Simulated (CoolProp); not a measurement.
Properties of octamethylcyclotetrasiloxane (D4) along the isotherm 346.85 °C (Tc = 313.4 °C, pc = 1347 kPa, ω = 0.598).

The numbers come from the reference Helmholtz-energy equation of state, Thol 2015 in CoolProp.

```
p (kPa)          phase  cv (kJ/(kg K))  speed of sound (m/s)  isothermal compressibility (1/MPa)  expansivity (1/kK)
-------  -------------  --------------  --------------------  ----------------------------------  ------------------
42.6               gas           2.012                 131.6                               23.69               1.671
62.5               gas           2.012                 131.0                               16.22               1.699
91.8               gas           2.013                 130.2                               11.11               1.741
135                gas           2.014                 129.0                               7.632               1.807
198                gas           2.015                 127.2                               5.282               1.908
290                gas           2.017                 124.5                               3.692               2.072
426                gas           2.021                 120.4                               2.609               2.353
625                gas           2.026                 113.9                               1.895               2.875
918                gas           2.036                 103.4                               1.449               4.023
1350     supercritical           2.055                 85.44                               1.269               7.610
1980     supercritical           2.091                 64.60                               1.251               23.47
2900     supercritical           2.075                 121.8                              0.1833               7.991
4260     supercritical           2.063                 187.5                             0.06296               4.080
6250     supercritical           2.056                 250.8                             0.03144               2.698
9180     supercritical           2.052                 317.4                             0.01806               1.969
13500    supercritical           2.050                 390.4                             0.01113               1.512
```
